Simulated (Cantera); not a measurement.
**Catalytic stagnation flow on Pt**

A jet of 2.11 % H2, 14.7 % O2, 83.2 % N2, equivalence ratio 0.071 at 300 K and 0.138 atm hits a platinum plate 5.2 cm away at a mass flux of 0.05 kg/m²/s; the plate temperature is set and raised in steps from an oxygen-covered start.

Detailed kinetics in Cantera: Deutschmann's 1995 Pt surface mechanism with GRI-Mech 3.0 gas chemistry. Catalytic surfaces can have several steady states; this one follows from the mechanism file's or the stated starting coverage.

```
plate T (K)  wall x H2  wall x O2  wall x H2O  wall x OH  θ free Pt   θ O*    θ OH*
-----------  ---------  ---------  ----------  ---------  ---------  -----  -------
700            0.00202      0.127      0.0364      <1e-8     0.0351  0.962  0.00259
750            0.00155      0.127      0.0370      <1e-8     0.0488  0.949  0.00221
800            0.00104      0.126      0.0378      <1e-8     0.0773  0.921  0.00208
850           0.000709      0.126      0.0382    1.20e-8      0.120  0.878  0.00198
900           0.000513      0.126      0.0385    3.66e-8      0.172  0.826  0.00184
950           0.000395      0.126      0.0385    1.01e-7      0.231  0.767  0.00168
1000          0.000321      0.126      0.0385    2.49e-7      0.294  0.705  0.00151
1050          0.000269      0.126      0.0382    6.20e-7      0.358  0.641  0.00134
```
x: mole fraction at the wall; θ: surface coverage.
